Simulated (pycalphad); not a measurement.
All values are pycalphad results on the COST 507 light-alloy database (1999) (1 atm), not direct measurements. The database dates from 1999; later assessments differ in places, in temperatures and in the compounds included. Phase fractions are per mole of atoms.

**Question.** Give the equilibrium state of Si-7.5C (at.%) at 1880 K.

**Answer.** liquid, fraction 0.850, with 0.02 C at.%; CSI, fraction 0.150, with 50.0 C at.%.

**Question.** Give the equilibrium state of Si-7.5C (at.%) at 1560 K.

**Answer.** diamond (Si), fraction 0.850, with <0.01 C at.%; CSI, fraction 0.150, with 50.0 C at.%.

Database names, with the compositions (at.%) that they take in these runs: CSI: Si 50 C 50.
